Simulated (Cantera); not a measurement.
Feed: 1 mol S, 0.15 mol SO2, 0.3 mol N2, held at 13.3 mbar.

Cantera equilibrium calculation (NASA polynomials, part measured and part estimated; ideal gas, pure solids and liquids). Candidate condensed phases: S; 17 gas species. Rates play no part.

**Question.** At 1600 °C, list the 4 most abundant gas species with their mole fractions, and the condensed phases.

**Answer.** S2 0.498, N2 0.311, SO2 0.127, SO 0.0525. Condensed: gas only.
